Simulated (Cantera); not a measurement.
## CsCl + O2 + H2 (halide evaporation, hydrolysis and transport)

Charge: 1 mol CsCl, 5.3 mol O2, 12 mol H2, at 0.100 bar.

Method: chemical equilibrium by Gibbs-energy minimisation in Cantera with the NASA 1993 tables (ideal gas, pure condensed phases). Candidate condensed phases: Cs, CsCl, CsOH, H2O; 22 gas species. The numbers say what is thermodynamically allowed, not how fast it happens.

```tsv
T (°C)	x H2O	x H2	x CsCl	x HCl	x CsOH	x Cs2Cl2	x Cs	x H
1002	0.818	0.108	0.0691	0.000602	0.000593	0.00376	9.28e-6	7.66e-7
1052	0.816	0.108	0.0719	0.000787	0.000771	0.00220	1.63e-5	1.70e-6
1102	0.815	0.108	0.0734	0.00100	0.000975	0.00130	2.73e-5	3.56e-6
1152	0.815	0.108	0.0742	0.00125	0.00121	0.000784	4.39e-5	7.08e-6
1202	0.814	0.108	0.0745	0.00153	0.00147	0.000484	6.79e-5	1.35e-5
1252	0.814	0.108	0.0745	0.00186	0.00176	0.000306	0.000102	2.45e-5
1302	0.813	0.108	0.0743	0.00222	0.00208	0.000199	0.000148	4.31e-5
1352	0.813	0.108	0.0740	0.00263	0.00242	0.000132	0.000210	7.32e-5
1402	0.812	0.107	0.0736	0.00309	0.00280	8.98e-5	0.000292	0.000120
1452	0.812	0.107	0.0732	0.00359	0.00320	6.22e-5	0.000397	0.000192
1502	0.811	0.107	0.0726	0.00414	0.00362	4.39e-5	0.000528	0.000300
1552	0.811	0.107	0.0720	0.00475	0.00407	3.15e-5	0.000691	0.000456
```
x: gas mole fraction; nothing condenses.

From 1002 °C to 1552 °C nothing is condensed. The main Cs-bearing gas is CsCl throughout.
